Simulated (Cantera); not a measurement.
Feed: 1 mol HgO, 0.13 mol H₂, equilibrated at 150 Torr.

Cantera equilibrium calculation (NASA polynomials, part measured and part estimated; ideal gas, pure solids and liquids). Candidate condensed phases: H₂O, Hg, HgO; 10 gas species. Equilibrium is a limit: real reactors are often held back by kinetics, nucleation or transport.

Task: What share of the Hg ends up in condensed phases as a function of T (K), at 473, 523, 573, 623, 673, 723, 773?

Result: 
```
T (K)  Hg condensed (%)              as
-----  ----------------  --------------
473                98.3  Hg(l) + HgO(s)
523                87.5  Hg(l) + HgO(s)
573                87.0          HgO(s)
623                85.0          HgO(s)
673                 0.0               -
723                 0.0               -
773                 0.0               -
```
